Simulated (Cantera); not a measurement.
Cantera run, input and output.

```python
import numpy as np
import cantera as ct

gas = ct.Solution("gri30.yaml")
gas.TPX = 800, 1300000, {'CH4': 1.5, 'CO': 0.15, 'O2': 2.77, 'N2': 10.4}
inlet = ct.Reservoir(gas, clone=True)
gas.equilibrate("HP")  # start burning
reactor = ct.IdealGasConstPressureReactor(gas, energy="on", clone=False)
exhaust = ct.Reservoir(gas, clone=True)
tau = [0.028, 0.014, 0.0069, 0.0035, 0.0017, 0.00087, 0.00044, 0.00022, 0.00011, 5.5e-05][0]
for a, b in ((inlet, reactor), (reactor, exhaust)):
    ct.MassFlowController(a, b, mdot=lambda t: reactor.mass / tau)
net = ct.ReactorNet([reactor])
show = ['CH4', 'CO', 'O2', 'O', 'CH2O', 'CO2', 'H']

rows = []
print(f"{'tau/s':>10s}{'T/K':>9s}" + "".join(f"{s:>11s}" for s in show))
for tau in [0.028, 0.014, 0.0069, 0.0035, 0.0017, 0.00087, 0.00044, 0.00022, 0.00011, 5.5e-05]:
    net.initial_time = 0.0
    net.advance(30 * tau)
    before = gas.X
    net.advance(40 * tau)
    drift = np.max(np.abs(gas.X - before) / (gas.X + 1e-9))
    rows.append([gas.T, *gas[show].X, drift])
    print(f"{tau:10.3e}{gas.T:9.1f}" + "".join(f"{x:11.3e}" for x in gas[show].X))
```

It prints:

```
     tau/s      T/K        CH4         CO         O2          O       CH2O        CO2          H
 2.800e-02   2556.7  1.271e-06  3.293e-02  1.084e-03  1.768e-04  1.766e-07  7.624e-02  1.023e-03
 1.400e-02   2556.0  2.483e-06  3.297e-02  1.136e-03  1.824e-04  3.454e-07  7.619e-02  1.041e-03
 6.900e-03   2554.6  4.826e-06  3.306e-02  1.237e-03  1.932e-04  6.776e-07  7.608e-02  1.074e-03
 3.500e-03   2551.9  8.887e-06  3.323e-02  1.411e-03  2.116e-04  1.269e-06  7.588e-02  1.132e-03
 1.700e-03   2546.5  1.641e-05  3.358e-02  1.727e-03  2.452e-04  2.400e-06  7.546e-02  1.236e-03
 8.700e-04   2537.8  2.802e-05  3.416e-02  2.200e-03  2.953e-04  4.198e-06  7.479e-02  1.388e-03
 4.400e-04   2524.3  4.701e-05  3.507e-02  2.926e-03  3.725e-04  7.191e-06  7.372e-02  1.616e-03
 2.200e-04   2504.5  7.835e-05  3.643e-02  3.998e-03  4.867e-04  1.211e-05  7.214e-02  1.945e-03
 1.100e-04   2477.4  1.307e-04  3.830e-02  5.506e-03  6.443e-04  2.006e-05  6.995e-02  2.390e-03
 5.500e-05   2441.8  2.221e-04  4.079e-02  7.591e-03  8.447e-04  3.318e-05  6.700e-02  2.956e-03
```

Computed with Cantera and GRI-Mech 3.0 (53 species, 325 reactions). The pressure lies above the range GRI-Mech 3.0 was tuned for (to about 10 atm).
